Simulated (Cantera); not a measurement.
**Premixed flame**

A freely propagating, adiabatic, planar premixed flame of 19.3 % H2, 18.2 % O2, 54.5 % N2, 8.09 % H2O, equivalence ratio 0.53, unburnt at 675 K and 1.30 bar; mixture-averaged transport, grid criteria slope 0.08 and curve 0.16, no radiation.

Cantera simulation using the H2/O2 subset of GRI-Mech 3.0, which has no nitrogen chemistry; the numbers are that mechanism's predictions, not measurements. Burning velocities carry a grid error of a few per cent, more on coarse grids. Lean hydrogen flames are cellular in practice and burn faster than this planar one.

| z (mm) | T (K) | u (m/s) | x H2 | x O2 | x H2O | x H | x H2O2 | x HO2 |
|---|---|---|---|---|---|---|---|---|
| -0.835 | 675 | 4.84 | 0.193 | 0.182 | 0.0809 | <1e-8 | <1e-8 | <1e-8 |
| -0.557 | 675 | 4.84 | 0.192 | 0.182 | 0.0809 | <1e-8 | <1e-8 | <1e-8 |
| -0.418 | 675 | 4.84 | 0.192 | 0.182 | 0.0809 | <1e-8 | <1e-8 | 1.41e-7 |
| -0.278 | 676 | 4.83 | 0.190 | 0.182 | 0.0812 | 8.00e-8 | 1.16e-7 | 6.70e-6 |
| -0.139 | 722 | 5.07 | 0.171 | 0.184 | 0.0868 | 0.000140 | 1.74e-5 | 0.000417 |
| -0.0696 | 934 | 6.38 | 0.133 | 0.178 | 0.115 | 0.00245 | 3.31e-5 | 0.000370 |
| 0 | 1263 | 8.46 | 0.0740 | 0.149 | 0.178 | 0.0102 | 1.45e-5 | 0.000197 |
| 0.0696 | 1509 | 10.0 | 0.0316 | 0.116 | 0.235 | 0.0144 | 5.70e-6 | 0.000116 |
| 0.139 | 1648 | 10.9 | 0.0167 | 0.101 | 0.259 | 0.0123 | 3.19e-6 | 7.93e-5 |
| 0.278 | 1787 | 11.8 | 0.0102 | 0.0955 | 0.273 | 0.00713 | 1.67e-6 | 4.96e-5 |
| 0.557 | 1899 | 12.4 | 0.00609 | 0.0940 | 0.283 | 0.00296 | 9.30e-7 | 2.71e-5 |
| 1.11 | 1972 | 12.8 | 0.00293 | 0.0939 | 0.291 | 0.000913 | 5.48e-7 | 1.28e-5 |
| 2.23 | 2011 | 13.0 | 0.00120 | 0.0943 | 0.295 | 0.000234 | 3.36e-7 | 6.10e-6 |
x: mole fraction of selected species; z is measured from the peak of heat release.

```
Item                         Value
------------------------  --------
laminar burning velocity  484 cm/s
thermal thickness         0.278 mm
peak x(H)                   0.0144
peak x(H2O2)               3.37e-5
peak x(HO2)               0.000479
grid points                    110
```
